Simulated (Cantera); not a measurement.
A closed system holds: 1 mol AlN, a varied amount of HCl, 1.2 mol H2, at 1050 K and 13.3 mbar.

These are equilibrium values from Cantera (NASA tables, ideal gas, pure condensed phases), not measurements of a reactor. Candidate condensed phases: Al, AlCl3, AlN, NH4Cl; 20 gas species. Rates play no part.

Task: At 38 mol HCl, list the 4 most abundant gas species with their mole fractions, and the condensed phases.

Result: HCl 0.893, H2 0.0689, AlCl3 0.0255, N2 0.0128. Condensed: gas only.
